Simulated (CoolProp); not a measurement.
Methane at 298.15 K and 6.45 MPa is compressed adiabatically to 16.7 MPa with isentropic efficiency 0.9. Each further row changes one setting.

Model: reference Helmholtz-energy equation of state, Setzmann 1991, in CoolProp.

```json
[
 {"case": "as stated", "work (kJ/kg)": "169", "final temperature (K)": "381.9", "final density (kg/m³)": "88.3"},
 {"case": "efficiency 1", "work (kJ/kg)": "152", "final temperature (K)": "376.3", "final density (kg/m³)": "90.2"},
 {"case": "efficiency 0.65", "work (kJ/kg)": "234", "final temperature (K)": "403.6", "final density (kg/m³)": "81.9"}
]
```
